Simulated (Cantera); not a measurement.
A perfectly stirred reactor is fed with 22.1 % H2, 6.48 % O2, 71.5 % N2, equivalence ratio 1.7, at 1.00 bar; it is adiabatic with a 425 K inlet, and is followed from long to short residence time, starting on the burning branch (τ in s: 0.45, 0.17, 0.066, 0.025, 0.0095, 0.0036, 0.0014, 0.00053, 0.0002, 7.7e-05, 2.9e-05, 1.1e-05).

Cantera simulation using GRI-Mech 3.0 (53 species, 325 reactions); the numbers are that mechanism's predictions, not measurements.

**Question.** Predict: blow-out, bracketed by the residence times tried; x(H2) at τ = 0.450 s; x(O2) at τ = 0.450 s; x(NO) at τ = 0.450 s; x(O) at τ = 0.450 s; x(HO2) at τ = 0.450 s; x(H2) at τ = 1.40 ms; x(O2) at τ = 1.40 ms; x(NO) at τ = 1.40 ms; x(O) at τ = 1.40 ms; x(HO2) at τ = 1.40 ms.

**Answer.** 
```json
{
 "blow_out_bracketed_by_the_residence_times_tried": "burning at 0.200 ms, out at 77.0 µs",
 "x(H2) at τ = 0.450 s": "0.0967",
 "x(O2) at τ = 0.450 s": "3.40e-5",
 "x(NO) at τ = 0.450 s": "2.05e-7",
 "x(O) at τ = 0.450 s": "3.88e-7",
 "x(HO2) at τ = 0.450 s": "2.54e-8",
 "x(H2) at τ = 1.40 ms": "0.0918",
 "x(O2) at τ = 1.40 ms": "0.00102",
 "x(NO) at τ = 1.40 ms": "2.09e-6",
 "x(O) at τ = 1.40 ms": "9.54e-5",
 "x(HO2) at τ = 1.40 ms": "8.89e-7"
}
```
